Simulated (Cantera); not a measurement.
A closed system holds: 1 mol SiC, 0.082 mol N₂O, 2 mol N₂, equilibrated at 4600 Pa.

These are equilibrium values from Cantera (NASA tables, ideal gas, pure condensed phases), not measurements of a reactor. Candidate condensed phases: C, Si, SiC, SiO₂, Si₂N₂O, Si₃N₄; 34 gas species. Mutual solubility and eutectic melting of coexisting phases are not modelled. The tables' values for SiN are old estimates; treat these amounts as uncertain. Kinetics and transport are ignored.

log p: log10 of the partial pressure in bar; n: condensed amount in mol.

| T (K) | log p N₂ | log p CO | log p SiO | log p Si | log p Si₂C | n C(graphite) | n Si₂N₂O(s) | n Si₃N₄(s) | n SiC(s) |
|---|---|---|---|---|---|---|---|---|---|
| 1248 | -1.34 | -6.80 | -11.14 | <-13 | <-13 | 1.000 | 0.0820 | 0.279 | 0 |
| 1348 | -1.34 | -5.78 | -9.33 | -12.68 | <-13 | 1.000 | 0.0819 | 0.279 | 0 |
| 1448 | -1.34 | -4.91 | -7.78 | -10.83 | <-13 | 1.000 | 0.0816 | 0.279 | 0 |
| 1548 | -1.34 | -3.48 | -6.10 | -9.56 | -12.22 | 0.120 | 0.0673 | 0 | 0.865 |
| 1648 | -1.35 | -2.93 | -4.84 | -8.22 | -10.58 | 0 | 0.0269 | 0 | 0.946 |
| 1748 | -1.35 | -2.94 | -3.90 | -6.88 | -8.98 | 0 | 0.0234 | 0 | 0.947 |
| 1848 | -1.35 | -3.05 | -3.09 | -5.65 | -7.52 | 0 | 0.00174 | 0 | 0.958 |
| 1948 | -1.35 | -3.06 | -3.06 | (withheld) | (withheld) | 0 | 0 | 0 | 0.959 |
| 2048 | -1.35 | -3.05 | -3.07 | (withheld) | (withheld) | 0 | 0 | 0 | 0.958 |
| 2148 | -1.36 | -3.02 | -3.11 | -3.80 | -5.11 | 0 | 0 | 0 | 0.954 |

### Question
What belongs in the gaps?

### Answer

- 1948, log p Si: -4.94
- 1948, log p Si₂C: -6.60
- 2048, log p Si: -4.33
- 2048, log p Si₂C: -5.81
